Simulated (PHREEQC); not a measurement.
0.95 g of hydrous ferric oxide (600 m²/g; 0.2 weak and 0.005 strong sites per Fe, Dzombak-Morel constants, diffuse double layer) in 1 kg of water with 0.1 mol/kgw of an inert sodium salt and 0.0043 mmol/kgw Na2SeO4, at 25 °C; the pH is set by adding NaOH or the inert anion's acid. Oxygen alone is held at its pressure in air (log pO2 = -0.68). No CO2 enters from the air. Nothing may precipitate in this run.

Equilibrium calculation in PHREEQC: ion-association model, wateq4f.dat.

Task: Predict Se sorbed (%), surface charge σ (C/m²) at pH = 3, 3.67, 5, 7.67.

Result: 
```
pH    Se sorbed (%)  surface charge σ (C/m²)
----  -------------  -----------------------
3              99.7                    0.362
3.67           99.6                    0.341
5              98.4                    0.214
7.67            2.1                    0.016
```

The oxide is taken as insoluble; below pH 4 it would dissolve.
